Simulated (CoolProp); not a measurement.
R1336mzz(E) along the isotherm -17.65 °C: Z from the reference equation and from simpler models built on Tc = 130.4 °C, pc = 2.779 MPa, ω = 0.413; each cubic takes its own stable root.

Values from CoolProp's reference Helmholtz-energy equation of state, Akasaka 2023.

| p (MPa) | phase | reference | van der Waals | Soave-Redlich-Kwong |
|---|---|---|---|---|
| 0.407 | liquid | 0.02175 | 0.03838 | 0.02475 |
| 0.814 | liquid | 0.04348 | 0.07642 | 0.04944 |
| 1.22 | liquid | 0.06512 | 0.1141 | 0.07401 |
| 1.63 | liquid | 0.08695 | 0.1518 | 0.09876 |
| 2.04 | liquid | 0.1087 | 0.1892 | 0.1235 |
| 2.44 | liquid | 0.1300 | 0.2255 | 0.1475 |
| 2.85 | liquid | 0.1517 | 0.2625 | 0.1721 |
| 3.26 | liquid | 0.1734 | 0.2992 | 0.1966 |
| 3.66 | liquid | 0.1946 | 0.3349 | 0.2205 |
| 4.07 | liquid | 0.2163 | 0.3712 | 0.2449 |
| 4.48 | liquid | 0.2379 | 0.4074 | 0.2693 |
| 4.89 | liquid | 0.2595 | 0.4434 | 0.2936 |
| 5.29 | liquid | 0.2806 | 0.4783 | 0.3173 |
| 5.7 | liquid | 0.3022 | 0.5140 | 0.3415 |
